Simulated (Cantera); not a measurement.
Feed: 1 mol AlBr₃, 0.76 mol NH₃, 9.5 mol H₂, held at 1.00 bar.

These are equilibrium values from Cantera (NASA tables, ideal gas, pure condensed phases), not measurements of a reactor. Candidate condensed phases: Al, AlBr₃, AlN, Br₂; 19 gas species. Equilibrium is a limit: real reactors are often held back by kinetics, nucleation or transport. All values below are at 1650 K.

Base state: H₂ 0.844, HBr 0.0776, AlBr₃ 0.0562, N₂ 0.0193, AlBr 0.00221, Br 0.000460, H 8.35e-5 (mole fractions); condensed: AlN(s).

Q: What changes in the equilibrium state with this change: AlBr₃ replaced by Al?

A: 
```json
[
 {"species": "H₂", "before": "0.844", "after": "1.000"},
 {"species": "Al", "before": "4.60e-8", "after": "0.000124"},
 {"species": "H", "before": "8.35e-5", "after": "9.08e-5"},
 {"species": "HBr", "before": "0.0776", "after": "0"},
 {"species": "AlBr₃", "before": "0.0562", "after": "0"},
 {"species": "N₂", "before": "0.0193", "after": "2.65e-9"},
 {"species": "AlBr", "before": "0.00221", "after": "0"},
 {"species": "Br", "before": "0.000460", "after": "0"},
 {"species": "AlH", "before": "3.00e-8", "after": "8.79e-5"},
 {"species": "AlN(s), mol", "before": "0.296", "after": "0.760"},
 {"species": "Al(l), mol", "before": "0", "after": "0.238"}
]
```
Mutual solubility and eutectic melting of coexisting phases are not modelled.

Q: What changes in the equilibrium state with this change: H₂ from 9.5 to 210 mol?

A: 
```tsv
species	before	after
H₂	0.844	0.987
HBr	0.0776	0.0105
AlBr	0.00221	0.00161
AlBr₃	0.0562	0.000643
N₂	0.0193	0.000564
Br	0.000460	5.75e-5
H	8.35e-5	9.02e-5
AlN(s), mol	0.296	0.520
```
